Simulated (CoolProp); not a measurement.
Water at 450.22 K and 0.601 MPa flows at 0.65 m/s in a round tube of 6 mm bore and 1.5 µm roughness, fully developed (64/Re and Nu = 3.66 if laminar; Colebrook and Gnielinski if turbulent). Each further row changes one setting.

Computed with CoolProp (reference Helmholtz-energy equation of state, Wagner 2002).

```csv
case,Reynolds number,Darcy friction factor,pressure drop (Pa/m),heat-transfer coefficient (W/(m² K)),mass flow (kg/h)
as stated,782,0.0819,8.69,20.2,0.200
velocity 1.3 m/s,1560,0.0409,17.4,20.2,0.399
diameter 12 mm,1560,0.0409,2.17,10.1,0.798
```

Viscosity comes from a separate model (Huber 2009). Thermal conductivity comes from a separate model (Huber 2012).
